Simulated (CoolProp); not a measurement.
Saturation properties of acetone (Tc = 508.1 K, pc = 4.692 MPa, ω = 0.307).

Computed with CoolProp (reference Helmholtz-energy equation of state, Lemmon 2006). It is a short technical equation, of lower accuracy than the large ones.

```csv
T (K),p (MPa),liquid density (kg/m³),vapour density (kg/m³),liquid cp (kJ/(kg K)),surface tension (mN/m)
364.4,0.2955,705.4,6.288,2.353,14.6
373.9,0.3795,692.8,8.015,[?],[?]
383.3,0.4796,680.0,10.08,2.435,12.4
392.8,0.6000,666.5,12.60,2.481,11.3
402.2,0.7405,652.6,15.58,2.531,10.3
411.7,0.9065,637.9,[?],2.588,9.21
421.1,1.097,622.7,23.43,2.651,8.17
430.6,1.319,606.3,28.59,2.724,7.15
440,1.570,589.1,34.72,[?],6.15
449.5,1.860,570.5,42.23,2.915,5.17
458.9,2.184,550.3,51.35,[?],4.22
468.4,2.555,527.8,62.87,3.233,3.29
477.8,2.969,502.6,77.54,3.509,2.40
487.3,3.439,472.4,97.56,4.010,1.55
```

### Question
Complete the blanks.

### Answer

- 373.9, liquid cp (kJ/(kg K)): 2.393
- 373.9, surface tension (mN/m): 13.5
- 411.7, vapour density (kg/m³): 19.18
- 440, liquid cp (kJ/(kg K)): 2.810
- 458.9, liquid cp (kJ/(kg K)): 3.049

It boils at 329.2 K under 1 atm.

Surface tension comes from a separate correlation (Mulero 2012).
